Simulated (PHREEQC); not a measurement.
**Metal-bearing waste water**

Make-up at 25 °C: 0.01 mol CdCl2, 0.00074 mol CaCl2 and 0.00027 mol Na2SO4 per kg of water. Closed to the air; pH follows from the charge balance.

The numbers come from PHREEQC with the ion-association model, phreeqc.dat.

No solid was allowed to form.

Problem. What pH, ionic strength does the model give?

Solution. pH 5.89; ionic strength 0.0229 mol/kgw.

Problem. In which forms is Cl present?

Solution. Cl- 77 %, CdCl+ 21 %, CdCl2 2.1 % of the Cl.
